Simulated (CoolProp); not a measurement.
Properties of nitrous oxide along the isotherm 24.95 °C (Tc = 36.4 °C, pc = 7245 kPa, ω = 0.161).

Model: reference Helmholtz-energy equation of state, Lemmon 2006, in CoolProp. It is a short technical equation, of lower accuracy than the large ones.

```
p (kPa)   phase  Joule-Thomson coefficient (K/MPa)  isothermal compressibility (1/MPa)
-------  ------  ---------------------------------  ----------------------------------
1360        gas                              11.17                              0.8005
2720        gas                              11.45                              0.4519
4080        gas                              11.66                              0.3691
5430        gas                              11.64                              0.4689
6790     liquid                              1.126                             0.02737
8150     liquid                             0.8672                             0.01941
9510     liquid                             0.6997                             0.01530
10900    liquid                             0.5765                             0.01269
```
